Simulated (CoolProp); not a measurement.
Model: reference Helmholtz-energy equation of state, Span 1996, in CoolProp.

### Question
For carbon dioxide, give the phase and the cp (kJ/(kg K)), conductivity (mW/(m K)) at 350.7 K and 10.8 MPa; 409.2 K and 10.8 MPa; 526.3 K and 10.8 MPa.

### Answer
- 350.7 K and 10.8 MPa: supercritical; cp 2.13, conductivity 36.3
- 409.2 K and 10.8 MPa: supercritical; cp 1.33, conductivity 33.0
- 526.3 K and 10.8 MPa: supercritical; cp 1.17, conductivity 39.3

Thermal conductivity comes from a separate model (Huber 2016).
